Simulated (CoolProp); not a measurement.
Vapour-liquid equilibrium of dimethyl carbonate (1) + n-decane (2) at 0.291 MPa; x and y are mole fractions of (1).

The numbers come from the multi-fluid Helmholtz-energy mixture model, Zhou 2011 and Lemmon 2006; pair parameters Bell 2016 in CoolProp.

Problem. Give the bubble temperature and the first vapour's composition at x = 0.5, 0.65, 0.8. Is there an azeotrope?

Solution. x = 0.5: 410.2 K, y = 0.902; x = 0.65: 407.4 K, y = 0.918; x = 0.8: 404.7 K, y = 0.940. No azeotrope shows between x = 0.05 and 0.95.

The pair parameters rest on a limited set of measurements; away from them the model extrapolates. With so large a gap from Raoult's law the liquid may split in two, which this calculation doesn't test in full.
